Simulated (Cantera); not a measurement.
Feed: 1 mol SiC, 2.3 mol CO₂, 15 mol N₂, 0.009 mol H₂O, at 1598 K and 1.20 Pa.

Method: chemical equilibrium by Gibbs-energy minimisation in Cantera with the NASA 1993 tables (ideal gas, pure condensed phases). Candidate condensed phases: C, C₆H₆, C₇H₈, C₈H₁₈, H₂O, Si, SiC, SiO₂, Si₂N₂O, Si₃N₄; 151 gas species. The tables hold silica as quartz up to 1696 K and as liquid above; real silica turns to tridymite and cristobalite and melts near 1996 K. Kinetics and transport are ignored.

Base state: N₂ 0.787, CO 0.170, SiO 0.0392, CO₂ 0.00294, H₂ 0.000318, H 0.000274, H₂O 1.65e-5 (mole fractions); condensed: SiO₂(β-quartz).

Task: What changes in the equilibrium state with this change: pressure from 1.20 Pa to 0.160 bar?

Result: 
```
species                before     after
-------------------  --------  --------
N₂                      0.787     0.817
CO                      0.170     0.182
H₂                   0.000318  0.000495
SiO                    0.0392  0.000321
CO₂                   0.00294   2.89e-5
H                    0.000274   2.96e-6
SiO₂(β-quartz), mol     0.253     0.537
Si₂N₂O(s), mol              0     0.229
```
Mutual solubility and eutectic melting of coexisting phases are not modelled.
